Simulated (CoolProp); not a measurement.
Vapour-liquid equilibrium of propane (1) + dimethyl ether (2) at 329.9 K; x and y are mole fractions of (1).

The numbers come from the multi-fluid Helmholtz-energy mixture model, Lemmon 2009 and Wu 2011; pair parameters Bell 2016 in CoolProp.

```json
[
 {"x": "0.05", "bubble pressure, mixture model (MPa)": "?", "bubble pressure, Raoult's law (MPa)": "1.375", "y, mixture model": "?", "y, Raoult's law": "0.072"},
 {"x": "0.125", "bubble pressure, mixture model (MPa)": "?", "bubble pressure, Raoult's law (MPa)": "1.423", "y, mixture model": "0.198", "y, Raoult's law": "0.174"},
 {"x": "0.2", "bubble pressure, mixture model (MPa)": "1.611", "bubble pressure, Raoult's law (MPa)": "1.470", "y, mixture model": "0.290", "y, Raoult's law": "0.269"},
 {"x": "0.275", "bubble pressure, mixture model (MPa)": "?", "bubble pressure, Raoult's law (MPa)": "1.518", "y, mixture model": "0.369", "y, Raoult's law": "0.358"},
 {"x": "0.35", "bubble pressure, mixture model (MPa)": "1.755", "bubble pressure, Raoult's law (MPa)": "1.566", "y, mixture model": "0.440", "y, Raoult's law": "0.442"},
 {"x": "0.425", "bubble pressure, mixture model (MPa)": "?", "bubble pressure, Raoult's law (MPa)": "1.613", "y, mixture model": "0.506", "y, Raoult's law": "0.521"},
 {"x": "0.5", "bubble pressure, mixture model (MPa)": "1.863", "bubble pressure, Raoult's law (MPa)": "1.661", "y, mixture model": "0.567", "y, Raoult's law": "0.596"},
 {"x": "0.575", "bubble pressure, mixture model (MPa)": "1.904", "bubble pressure, Raoult's law (MPa)": "1.709", "y, mixture model": "0.627", "y, Raoult's law": "0.666"},
 {"x": "0.65", "bubble pressure, mixture model (MPa)": "1.938", "bubble pressure, Raoult's law (MPa)": "1.756", "y, mixture model": "0.687", "y, Raoult's law": "0.732"},
 {"x": "0.725", "bubble pressure, mixture model (MPa)": "1.964", "bubble pressure, Raoult's law (MPa)": "1.804", "y, mixture model": "?", "y, Raoult's law": "0.795"},
 {"x": "0.8", "bubble pressure, mixture model (MPa)": "1.982", "bubble pressure, Raoult's law (MPa)": "1.852", "y, mixture model": "0.810", "y, Raoult's law": "0.855"},
 {"x": "0.875", "bubble pressure, mixture model (MPa)": "1.990", "bubble pressure, Raoult's law (MPa)": "1.899", "y, mixture model": "0.876", "y, Raoult's law": "0.912"},
 {"x": "0.95", "bubble pressure, mixture model (MPa)": "?", "bubble pressure, Raoult's law (MPa)": "1.947", "y, mixture model": "0.948", "y, Raoult's law": "0.966"}
]
```

**Question.** Fill in the missing entries.

**Answer.** 
- 0.05, bubble pressure, mixture model (MPa): 1.420
- 0.05, y, mixture model: 0.088
- 0.125, bubble pressure, mixture model (MPa): 1.522
- 0.275, bubble pressure, mixture model (MPa): 1.688
- 0.425, bubble pressure, mixture model (MPa): 1.813
- 0.725, y, mixture model: 0.747
- 0.95, bubble pressure, mixture model (MPa): 1.987

The largest gap from Raoult's law is +12.4 % in bubble pressure, at x = 0.425. y crosses x between x = 0.875 and 0.95: the model has an azeotrope there.

Pair parameters are fitted to limited data, so mixtures are less certain than the pure fluids.
